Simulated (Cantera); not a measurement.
# Thermodynamics of thermal oxidation and active oxidation of silicon, feed Si + N₂O + H₂ + CO₂

Feed: 1 mol Si, 0.14 mol N₂O, 18 mol H₂, 0.038 mol CO₂, held at 230 Pa.

These are equilibrium values from Cantera (NASA tables, ideal gas, pure condensed phases), not measurements of a reactor. Candidate condensed phases: C, C₆H₆, C₇H₈, C₈H₁₈, H₂O, Si, SiC, SiO₂, Si₂N₂O, Si₃N₄; 151 gas species. Mutual solubility and eutectic melting of coexisting phases are not modelled. The tables hold silica as quartz up to 1696 K and as liquid above; real silica turns to tridymite and cristobalite and melts near 1996 K. The numbers say what is thermodynamically allowed, not how fast it happens.

```tsv
T (K)	x H₂	x SiO	x N₂	x H	x CO	x Si	x SiH₂	x SiH	n Si(s)	n SiC(s)	n SiO₂(β-quartz)	n Si₂N₂O(s)
975	1.00	7.75e-8	<1e-12	2.39e-8	1.17e-10	<1e-12	4.45e-11	<1e-12	0.644	0.0380	0.0380	0.140
1050	1.000	1.65e-6	1.96e-12	1.69e-7	4.46e-9	1.00e-12	3.74e-10	2.16e-12	0.644	0.0380	0.0380	0.140
1125	1.000	2.32e-5	8.12e-11	9.26e-7	1.04e-7	3.05e-11	2.37e-9	3.66e-11	0.644	0.0380	0.0378	0.140
1200	1.000	0.000233	2.09e-9	4.11e-6	1.64e-6	6.03e-10	1.19e-8	4.34e-10	0.642	0.0380	0.0359	0.140
1275	0.998	0.00177	3.67e-8	1.54e-5	1.85e-5	8.38e-9	4.93e-8	3.83e-9	0.629	0.0377	0.0218	0.140
1350	0.996	0.00414	1.20e-6	4.96e-5	6.15e-5	8.67e-8	1.74e-7	2.65e-8	0.608	0.0369	0	0.140
1425	0.996	0.00418	5.74e-5	0.000142	8.50e-5	7.00e-7	5.39e-7	1.49e-7	0.610	0.0365	0	0.139
1500	0.993	0.00546	0.00142	0.000366	0.000148	4.58e-6	1.49e-6	7.02e-7	0.637	0.0353	0	0.114
1575	0.980	0.0114	0.00762	0.000858	0.000399	2.50e-5	3.68e-6	2.83e-6	0.760	0.0306	0	0
```
x: gas mole fraction; n: condensed amount in mol.

From 975 K to 1275 K the condensed part is Si(s) + SiC(s) + SiO₂(β-quartz) + Si₂N₂O(s). From 1350 K to 1500 K the condensed part is Si(s) + SiC(s) + Si₂N₂O(s). At 1575 K the condensed part is Si(s) + SiC(s). The main Si-bearing gas is SiO throughout.
